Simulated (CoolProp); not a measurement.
Vapour-liquid equilibrium of cyclohexane (1) + dimethyl carbonate (2) at 448.8 K; x and y are mole fractions of (1).

The numbers come from the multi-fluid Helmholtz-energy mixture model, Zhou 2014 and Zhou 2011; pair parameters Bell 2016 in CoolProp.

```json
[
 {"x": "0.05", "bubble pressure, mixture model (MPa)": "?", "bubble pressure, Raoult's law (MPa)": "0.8580", "y, mixture model": "0.103", "y, Raoult's law": "0.052"},
 {"x": "0.2", "bubble pressure, mixture model (MPa)": "1.048", "bubble pressure, Raoult's law (MPa)": "0.8640", "y, mixture model": "0.301", "y, Raoult's law": "0.207"},
 {"x": "0.35", "bubble pressure, mixture model (MPa)": "1.112", "bubble pressure, Raoult's law (MPa)": "0.8699", "y, mixture model": "0.422", "y, Raoult's law": "0.360"},
 {"x": "0.5", "bubble pressure, mixture model (MPa)": "?", "bubble pressure, Raoult's law (MPa)": "0.8759", "y, mixture model": "?", "y, Raoult's law": "0.511"},
 {"x": "0.65", "bubble pressure, mixture model (MPa)": "1.127", "bubble pressure, Raoult's law (MPa)": "0.8818", "y, mixture model": "0.604", "y, Raoult's law": "0.660"},
 {"x": "0.8", "bubble pressure, mixture model (MPa)": "?", "bubble pressure, Raoult's law (MPa)": "0.8878", "y, mixture model": "0.716", "y, Raoult's law": "0.807"},
 {"x": "0.95", "bubble pressure, mixture model (MPa)": "?", "bubble pressure, Raoult's law (MPa)": "0.8937", "y, mixture model": "0.901", "y, Raoult's law": "0.952"}
]
```

Problem. Fill in the missing entries.

Solution. 
- 0.05, bubble pressure, mixture model (MPa): 0.9196
- 0.5, bubble pressure, mixture model (MPa): 1.136
- 0.5, y, mixture model: 0.514
- 0.8, bubble pressure, mixture model (MPa): 1.078
- 0.95, bubble pressure, mixture model (MPa): 0.9600

The largest gap from Raoult's law is +29.7 % in bubble pressure, at x = 0.5. y crosses x between x = 0.5 and 0.65: the model has an azeotrope there.

Pair parameters are fitted to limited data, so mixtures are less certain than the pure fluids.
